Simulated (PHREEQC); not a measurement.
0.61 g of hydrous ferric oxide (600 m²/g; 0.2 weak and 0.005 strong sites per Fe, Dzombak-Morel constants, diffuse double layer) in 1 kg of water with 0.001 mol/kgw of an inert sodium salt, at 25 °C; the pH is set by adding NaOH or the inert anion's acid. Oxygen is held at 0.21 atm. The system is closed to CO2. Nothing may precipitate in this run.

Base run: PHREEQC, ion-association model, wateq4f.dat. Each further column changes one thing. The table gives surface charge σ (C/m²).

```csv
pH,base,background salt from 0.001 to 0.0001 mol/kgw,oxide from 0.61 to 3 g/kgw,0.0028 mol/kgw CuSO4 added
3,0.262,0.239,___,0.024
3.5,0.184,___,___,0.022
4,0.124,___,0.150,0.022
4.5,0.082,0.043,0.096,0.022
5,0.052,0.023,0.059,0.025
5.5,0.032,0.012,0.035,0.033
6,0.019,0.007,0.020,0.040
6.5,0.011,___,0.011,___
7,0.006,0.002,0.006,0.047
7.5,0.003,___,0.003,0.043
8,0.000,0.000,0.000,0.037
8.5,-0.002,-0.001,-0.002,0.030
9,-0.004,-0.001,-0.004,0.021
```

Question: Fill in the missing entries.

Answer: 
- 3, oxide from 0.61 to 3 g/kgw: 0.292
- 3.5, background salt from 0.001 to 0.0001 mol/kgw: 0.144
- 3.5, oxide from 0.61 to 3 g/kgw: 0.219
- 4, background salt from 0.001 to 0.0001 mol/kgw: 0.080
- 6.5, background salt from 0.001 to 0.0001 mol/kgw: 0.004
- 6.5, 0.0028 mol/kgw CuSO4 added: 0.046
- 7.5, background salt from 0.001 to 0.0001 mol/kgw: 0.001

The oxide is taken as insoluble; below pH 4 it would dissolve. In at least one series the solution becomes supersaturated in solids that the run did not let form, among them Cu(OH)2, Brochantite, Antlerite. The database's constant for dissolved Cu(OH)2 is higher than later reviews accept.
